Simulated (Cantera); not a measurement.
Input: 1 mol borazine, 0.77 mol O₂, 12 mol H₂, held at 2275 K and 36.0 Pa.

These are equilibrium values from Cantera (NASA tables, ideal gas, pure condensed phases), not measurements of a reactor. Candidate condensed phases: B, BN, B₂O₃, B₃O₃H₃, H₂O; 39 gas species. The feed counts by its element totals alone. The tables' values for BH₂ are old estimates; treat these amounts as uncertain. Equilibrium is a limit: real reactors are often held back by kinetics, nucleation or transport.

Base state: H₂ 0.518, H 0.322, N₂ 0.0684, BO 0.0597, B 0.0205, HBO 0.00840, B₂O 0.00161, BH₂ 0.000966 (mole fractions); condensed: B(s).

### Question
What changes in the equilibrium state with this change: temperature from 2275 K to 1550 K?

### Answer
```json
[
 {"species": "H₂", "before": "0.518", "after": "0.895"},
 {"species": "N₂", "before": "0.0684", "after": "0.0408"},
 {"species": "HBO", "before": "0.00840", "after": "0.0379"},
 {"species": "H", "before": "0.322", "after": "0.00157"},
 {"species": "BO", "before": "0.0597", "after": "0.00161"},
 {"species": "B", "before": "0.0205", "after": "<1e-9"},
 {"species": "B₂O₂", "before": "0.000259", "after": "0.0105"},
 {"species": "B₂O₃", "before": "3.31e-8", "after": "0.00878"},
 {"species": "BH", "before": "0.000264", "after": "<1e-9"},
 {"species": "BN", "before": "5.92e-5", "after": "<1e-9"},
 {"species": "HBO₂", "before": "1.71e-7", "after": "0.00363"},
 {"species": "B(s), mol", "before": "0.946", "after": "0"},
 {"species": "BN(s), mol", "before": "0", "after": "1.66"}
]
```

### Question
What changes in the equilibrium state with this change: H₂ from 12 to 100 mol?

### Answer
```tsv
species	before	after
H₂	0.518	0.615
H	0.322	0.351
N₂	0.0684	0.0115
BO	0.0597	0.0101
B	0.0205	0.0103
B₂O₂	0.000259	7.44e-6
B₂O	0.00161	0.000138
HBO	0.00840	0.00155
B(s), mol	0.946	0
```

### Question
What changes in the equilibrium state with this change: borazine replaced by B₂O₃?

### Answer
```json
[
 {"species": "H₂", "before": "0.518", "after": "0.486"},
 {"species": "H", "before": "0.322", "after": "0.312"},
 {"species": "H₂O", "before": "1.36e-7", "after": "0.0733"},
 {"species": "N₂", "before": "0.0684", "after": "0"},
 {"species": "HBO₂", "before": "1.71e-7", "after": "0.0601"},
 {"species": "B", "before": "0.0205", "after": "2.24e-8"},
 {"species": "BO", "before": "0.0597", "after": "0.0376"},
 {"species": "B₂O", "before": "0.00161", "after": "1.11e-9"},
 {"species": "BH₂", "before": "0.000966", "after": "<1e-9"},
 {"species": "O", "before": "5.60e-9", "after": "0.00322"},
 {"species": "B(s), mol", "before": "0.946", "after": "0"}
]
```
